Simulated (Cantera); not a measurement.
Feed: 1 mol ZrO2, a varied amount of H2, 9.9 mol N2, held at 1.80 mbar.

Equilibrium computed with Cantera from the NASA thermochemical tables; the gas is ideal and each condensed phase is pure. Candidate condensed phases: H2O, Zr, ZrN, ZrO2; 28 gas species. Mutual solubility and eutectic melting of coexisting phases are not modelled. ZrN: taken at fixed stoichiometry. Condensed phases not in the tables: solid solutions among these carbides, nitrides and lower oxides. The numbers say what is thermodynamically allowed, not how fast it happens.

Task: What condenses at these points (T in K, n(H2) in mol): (1650, 140); (1475, 62); (1400, 1100); (1425, 140)?

Result: 
| T (K) | n(H2) in mol | condensed phases | Zr condensed (%) |
|---|---|---|---|
| 1650 | 140 | ZrN + ZrO2 | 100.0 |
| 1475 | 62 | ZrO2 | 100.0 |
| 1400 | 1100 | ZrN + ZrO2 | 100.0 |
| 1425 | 140 | ZrN + ZrO2 | 100.0 |
